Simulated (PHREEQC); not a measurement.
A solution holds 0.11 mol/kgw HCl and 0.0051 mol/kgw Fe2(SO4)3, at 20 °C. Closed to the air; pH follows from the charge balance.

Computed with PHREEQC (ion-association model, phreeqc.dat).

No solid was allowed to form.

Problem. Order these S species by the share of S that they hold, largest first: SO4-2, HSO4-, FeSO4+, Fe(SO4)2-, FeHSO4+2.

Solution. HSO4- (49 %), FeSO4+ (24 %), SO4-2 (15 %), FeHSO4+2 (12 %), Fe(SO4)2- (0.81 %)

The pH is 1.08 and the ionic strength 0.132 mol/kgw. Examples of supersaturated solids here: Hematite (slow to form), Goethite (slow to form). Others may be too. Complexes and solids missing from the database can't appear.
